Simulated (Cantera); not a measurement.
A perfectly stirred reactor is fed with 4.70 % CH4, 20.0 % O2, 75.3 % N2, equivalence ratio 0.47, at 100000 Pa; it is adiabatic with a 525 K inlet, and is followed from long to short residence time, starting on the burning branch (τ in s: 0.065, 0.026, 0.011, 0.0043, 0.0017, 0.00071, 0.00029, 0.00012, 4.7e-05, 1.9e-05, 7.6e-06, 3.1e-06).

Cantera simulation using GRI-Mech 3.0 (53 species, 325 reactions); the numbers are that mechanism's predictions, not measurements.

x: mole fraction; the columns are a selection and need not sum to one.

```json
[
 {"τ (s)": "0.065", "T (K)": "1597", "x CH4": "2.41e-5", "x O2": "0.106", "x NO2": "1.48e-8", "x HO2": "…", "x CH2O": "2.19e-6", "x CO": "0.000379"},
 {"τ (s)": "0.026", "T (K)": "1592", "x CH4": "4.33e-5", "x O2": "0.106", "x NO2": "1.16e-8", "x HO2": "…", "x CH2O": "4.15e-6", "x CO": "0.000715"},
 {"τ (s)": "0.011", "T (K)": "1583", "x CH4": "7.57e-5", "x O2": "0.107", "x NO2": "8.15e-9", "x HO2": "…", "x CH2O": "7.57e-6", "x CO": "0.00130"},
 {"τ (s)": "0.0043", "T (K)": "1568", "x CH4": "0.000143", "x O2": "0.107", "x NO2": "5.32e-9", "x HO2": "…", "x CH2O": "1.46e-5", "x CO": "0.00251"},
 {"τ (s)": "0.0017", "T (K)": "1539", "x CH4": "0.000285", "x O2": "0.108", "x NO2": "3.58e-9", "x HO2": "…", "x CH2O": "2.88e-5", "x CO": "0.00487"},
 {"τ (s)": "0.00071", "T (K)": "1487", "x CH4": "0.000656", "x O2": "0.111", "x NO2": "2.34e-9", "x HO2": "…", "x CH2O": "6.12e-5", "x CO": "0.00951"},
 {"τ (s)": "0.00029", "T (K)": "525", "x CH4": "0.0470", "x O2": "0.200", "x NO2": "<1e-12", "x HO2": "<1e-12", "x CH2O": "<1e-12", "x CO": "<1e-12"},
 {"τ (s)": "0.00012", "T (K)": "525", "x CH4": "0.0470", "x O2": "0.200", "x NO2": "<1e-12", "x HO2": "<1e-12", "x CH2O": "<1e-12", "x CO": "<1e-12"},
 {"τ (s)": "4.7e-5", "T (K)": "525", "x CH4": "0.0470", "x O2": "0.200", "x NO2": "<1e-12", "x HO2": "<1e-12", "x CH2O": "<1e-12", "x CO": "<1e-12"},
 {"τ (s)": "1.9e-5", "T (K)": "525", "x CH4": "0.0470", "x O2": "0.200", "x NO2": "<1e-12", "x HO2": "<1e-12", "x CH2O": "<1e-12", "x CO": "<1e-12"},
 {"τ (s)": "7.6e-6", "T (K)": "525", "x CH4": "0.0470", "x O2": "0.200", "x NO2": "<1e-12", "x HO2": "<1e-12", "x CH2O": "<1e-12", "x CO": "<1e-12"},
 {"τ (s)": "3.1e-6", "T (K)": "525", "x CH4": "0.0470", "x O2": "0.200", "x NO2": "<1e-12", "x HO2": "<1e-12", "x CH2O": "<1e-12", "x CO": "<1e-12"}
]
```

Task: Fill in the missing entries.

Result: 
- 0.065, x HO2: 3.04e-6
- 0.026, x HO2: 5.33e-6
- 0.011, x HO2: 8.91e-6
- 0.0043, x HO2: 1.53e-5
- 0.0017, x HO2: 2.58e-5
- 0.00071, x HO2: 4.41e-5
